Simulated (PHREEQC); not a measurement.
Solution (20 °C): 1.2 mmol/kgw NH4HF2, 44 mmol/kgw (NH4)2SiF6, 8 mmol/kgw H3BO3 and 61 mmol/kgw HCl. Closed to the air; pH follows from the charge balance.

The numbers come from PHREEQC with the ion-association model, wateq4f.dat.

**Question.** The ionic strength comes out as 0.187 mol/kgw. What activity coefficients do BF4-, NH4+, HF2-, H+, BF3OH- get?

**Answer.** BF4- 0.69, NH4+ 0.75, HF2- 0.71, H+ 0.80, BF3OH- 0.69.

No solid was allowed to form. Saturation is exceeded, for instance for SiO2(a), Quartz (slow to form); the values hold only as long as no solid forms. SiF6-2 is the database's only silicon fluoride. Real BF4- forms and hydrolyses slowly; the run takes it at equilibrium.
